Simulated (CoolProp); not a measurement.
Vapour-liquid equilibrium of R22 (1) + c-C4F8 (RC318) (2) at 316.5 K; x and y are mole fractions of (1).

Model: multi-fluid Helmholtz-energy mixture model, Kamei 1995 and Platzer 1990; pair parameters Bell 2016, in CoolProp. This equation is an older, rougher fit; its heat capacities, sound speeds and derivatives of the liquid may be far off and weren't checked against measurements.

### Question
Give the bubble pressure and the first vapour's composition at x = 0.15, 0.25, 0.45. Is there an azeotrope?

### Answer
x = 0.15: 6.880 bar, y = 0.317; x = 0.25: 8.453 bar, y = 0.501; x = 0.45: 11.79 bar, y = 0.718. No azeotrope shows between x = 0.05 and 0.95.

Pair parameters are fitted to limited data, so mixtures are less certain than the pure fluids. The gap from Raoult's law changes sign with composition, which may be real or a fault of the pair parameters; it wasn't checked against measurements.
